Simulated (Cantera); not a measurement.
Feed: 1 mol N₂O, 0.071 mol SO₂, 4.1 mol N₂, equilibrated at 3250 K and 11.0 Pa.

Method: chemical equilibrium by Gibbs-energy minimisation in Cantera with the NASA 1993 tables (ideal gas, pure condensed phases). Candidate condensed phases: S; 17 gas species. The numbers say what is thermodynamically allowed, not how fast it happens.

Base state: N₂ 0.803, O 0.179, S 0.0112, N 0.00527, NO 0.00105, O₂ 5.66e-5, SO 2.87e-5 (mole fractions); condensed: gas only.

Question: What changes in the equilibrium state with this change: temperature from 3250 K to 1148 K?

Answer: 
```csv
species,before,after
N₂,0.803,0.899
O₂,5.66e-5,0.0881
SO₂,1.43e-8,0.0125
O,0.179,2.25e-7
S,0.0112,<1e-9
N,0.00527,<1e-9
SO,2.87e-5,<1e-9
SO₃,<1e-9,1.55e-5
NO,0.00105,8.93e-5
```
